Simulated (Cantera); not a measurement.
A perfectly stirred reactor is fed with 2.04 % C2H6, 16.6 % O2, 71.4 % N2, 9.99 % H2O, at 80000 Pa; it is adiabatic with a 750 K inlet, and is followed from long to short residence time, starting on the burning branch (τ in s: 0.36, 0.17, 0.079, 0.037, 0.017, 0.008, 0.0037, 0.0017, 0.00081, 0.00038, 0.00018, 8.3e-05, 3.9e-05).

Computed with Cantera and GRI-Mech 3.0 (53 species, 325 reactions).

One state of this run: T (K) = 1524; x C2H6 = 1.40e-5; x O2 = 0.0942; x H2O = 0.158; x HO2 = 1.24e-5; x CH4 = 1.07e-6; x O = 0.000370. x: mole fraction; the columns are a selection and need not sum to one.

Problem. Which value of τ (s) does it belong to?
A) 0.00038
B) 0.00081
C) 0.0080
D) 0.0037

Solution. C, 0.0080
